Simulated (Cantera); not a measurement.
A closed system holds: 1 mol BN, 58 mol H2, held at 0.000160 bar.

Equilibrium computed with Cantera from the NASA thermochemical tables; the gas is ideal and each condensed phase is pure. Candidate condensed phases: B, BN; 15 gas species. Mutual solubility and eutectic melting of coexisting phases are not modelled. The tables' values for BH2 are old estimates; treat these amounts as uncertain. Kinetics and transport are ignored.

x: gas mole fraction; n: condensed amount in mol.

```json
[
 {"T (°C)": "977", "x H2": "1.000", "x H": "3.82e-5", "x N2": "8.36e-8", "x B": "<1e-12", "x BH2": "1.61e-7", "x BH": "1.34e-12", "n BN(s)": "1.000", "n B(s)": "0"},
 {"T (°C)": "1077", "x H2": "1.000", "x H": "0.000188", "x N2": "6.83e-7", "x B": "6.40e-11", "x BH2": "1.34e-6", "x BH": "6.30e-11", "n BN(s)": "1.000", "n B(s)": "0"},
 {"T (°C)": "1177", "x H2": "0.999", "x H": "…", "x N2": "…", "x B": "…", "x BH2": "5.78e-6", "x BH": "…", "n BN(s)": "0.999", "n B(s)": "…"},
 {"T (°C)": "1277", "x H2": "0.997", "x H": "0.00249", "x N2": "0.000124", "x B": "5.11e-8", "x BH2": "1.63e-5", "x BH": "1.24e-8", "n BN(s)": "0.986", "n B(s)": "0.0134"},
 {"T (°C)": "1377", "x H2": "0.992", "x H": "0.00715", "x N2": "0.00129", "x B": "7.01e-7", "x BH2": "4.01e-5", "x BH": "9.59e-8", "n BN(s)": "0.849", "n B(s)": "0.148"},
 {"T (°C)": "1477", "x H2": "0.973", "x H": "0.0181", "x N2": "0.00847", "x B": "7.10e-6", "x BH2": "8.78e-5", "x BH": "5.80e-7", "n BN(s)": "0", "n B(s)": "0.994"},
 {"T (°C)": "1577", "x H2": "0.950", "x H": "0.0415", "x N2": "0.00837", "x B": "5.59e-5", "x BH2": "0.000175", "x BH": "2.86e-6", "n BN(s)": "0", "n B(s)": "0.986"},
 {"T (°C)": "1677", "x H2": "0.905", "x H": "…", "x N2": "0.00818", "x B": "…", "x BH2": "0.000315", "x BH": "…", "n BN(s)": "0", "n B(s)": "0.958"},
 {"T (°C)": "1777", "x H2": "0.827", "x H": "0.163", "x N2": "0.00783", "x B": "0.00188", "x BH2": "0.000512", "x BH": "4.13e-5", "n BN(s)": "0", "n B(s)": "0.845"}
]
```

Task: Some entries are withheld; supply them.

Result: 
- 1177, x H: 0.000747
- 1177, x N2: 8.56e-6
- 1177, x B: 2.59e-9
- 1177, x BH: 1.21e-9
- 1177, n B(s): 0.000654
- 1677, x H: 0.0862
- 1677, x B: 0.000355
- 1677, x BH: 1.18e-5
